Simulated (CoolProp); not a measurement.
Values from CoolProp's reference Helmholtz-energy equation of state, Gao 2022.

Task: Give the vapour pressure (MPa), liquid density (kg/m³), liquid cp (kJ/(kg K)) of saturated n-perfluorohexane at -27.15, 31.45 °C.

Result: 
```tsv
T (°C)	p (MPa)	liquid density (kg/m³)	liquid cp (kJ/(kg K))
-27.15	0.00158	1820	0.965
31.45	0.0387	1660	1.06
```
